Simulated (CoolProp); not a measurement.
Properties of ethylene along the isobar 0.861 MPa (Tc = 282.4 K, pc = 5.042 MPa, ω = 0.087).

Values from CoolProp's reference Helmholtz-energy equation of state, Smukala 2000.

| T (K) | phase | density (kg/m³) | Joule-Thomson coefficient (K/MPa) | isothermal compressibility (1/MPa) | fugacity coefficient |
|---|---|---|---|---|---|
| 263.1 | gas | 11.95 | 14.47 | 1.263 | 0.9292 |
| 269.9 | gas | 11.57 | 13.52 | 1.253 | 0.9345 |
| 276.6 | gas | 11.22 | 12.67 | 1.245 | 0.9392 |
| 283.4 | gas | 10.90 | 11.88 | 1.238 | 0.9436 |
| 290.1 | gas | 10.60 | 11.17 | 1.232 | 0.9475 |
| 296.9 | gas | 10.31 | (withheld) | 1.226 | 0.9512 |
| 303.6 | gas | 10.04 | (withheld) | 1.221 | 0.9544 |
| 310.3 | gas | 9.794 | 9.363 | 1.216 | 0.9574 |
| 317.1 | gas | 9.553 | 8.846 | 1.212 | 0.9603 |
| 323.8 | gas | 9.329 | 8.374 | 1.209 | 0.9628 |
| 330.6 | gas | (withheld) | 7.931 | 1.205 | (withheld) |
| 337.3 | gas | 8.911 | 7.525 | 1.202 | 0.9674 |
| 344.1 | gas | 8.715 | 7.142 | 1.199 | 0.9694 |
| 350.8 | gas | 8.531 | (withheld) | 1.197 | 0.9713 |
| 357.5 | gas | 8.355 | 6.462 | 1.195 | 0.9730 |
| 364.3 | gas | 8.185 | (withheld) | 1.192 | 0.9747 |

Problem. Some entries are withheld; supply them.

Solution. 
- 296.9, Joule-Thomson coefficient (K/MPa): 10.51
- 303.6, Joule-Thomson coefficient (K/MPa): 9.915
- 330.6, density (kg/m³): 9.113
- 330.6, fugacity coefficient: 0.9652
- 350.8, Joule-Thomson coefficient (K/MPa): 6.790
- 364.3, Joule-Thomson coefficient (K/MPa): 6.151
